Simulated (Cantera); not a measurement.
An adiabatic, constant-pressure homogeneous reactor starts with H2 : O2 : N2 = 1 : 1.35 : 5.08 (molar parts), at 1175 K and 5.80 bar. Integrator tolerance rtol = 1e-08.

Detailed kinetics in Cantera: GRI-Mech 3.0 (53 species, 325 reactions). The hydrogen kinetics of GRI-Mech 3.0 are dated; newer H2 mechanisms differ, most at raised pressure.

Task: What does this change do: O2 1.35 to 0.54 parts?

Result: 
```csv
quantity,before,after
time of steepest temperature rise,29.3 µs,47.0 µs
temperature at 8.00 s,2109 K,2235 K
equilibrium temperature,2109 K,2235 K
x(H2) at 8.00 s,0.000109 (gas-phase equilibrium 0.000109),0.00128 (gas-phase equilibrium 0.00128)
x(O2) at 8.00 s,0.118 (gas-phase equilibrium 0.118),0.00553 (gas-phase equilibrium 0.00553)
x(H) at 8.00 s,1.44e-5 (gas-phase equilibrium 1.44e-5),0.000103 (gas-phase equilibrium 0.000103)
x(O) at 8.00 s,0.000212 (gas-phase equilibrium 0.000212),0.000105 (gas-phase equilibrium 0.000105)
x(H2O) at 8.00 s,0.143 (gas-phase equilibrium 0.143),0.161 (gas-phase equilibrium 0.161)
x(H2O2) at 8.00 s,3.09e-7 (gas-phase equilibrium 3.09e-7),1.08e-7 (gas-phase equilibrium 1.08e-7)
```

Task: What does this change do: 0.12 parts CO2 added?

Result: 
```tsv
quantity	before	after
time of steepest temperature rise	29.3 µs	31.5 µs
temperature at 8.00 s	2109 K	2086 K
equilibrium temperature	2109 K	2086 K
x(H2) at 8.00 s	0.000109 (gas-phase equilibrium 0.000109)	9.28e-5 (gas-phase equilibrium 9.28e-5)
x(O2) at 8.00 s	0.118 (gas-phase equilibrium 0.118)	0.117 (gas-phase equilibrium 0.117)
x(H) at 8.00 s	1.44e-5 (gas-phase equilibrium 1.44e-5)	1.15e-5 (gas-phase equilibrium 1.15e-5)
x(O) at 8.00 s	0.000212 (gas-phase equilibrium 0.000212)	0.000180 (gas-phase equilibrium 0.000180)
x(H2O) at 8.00 s	0.143 (gas-phase equilibrium 0.143)	0.141 (gas-phase equilibrium 0.141)
x(H2O2) at 8.00 s	3.09e-7 (gas-phase equilibrium 3.09e-7)	2.82e-7 (gas-phase equilibrium 2.82e-7)
```
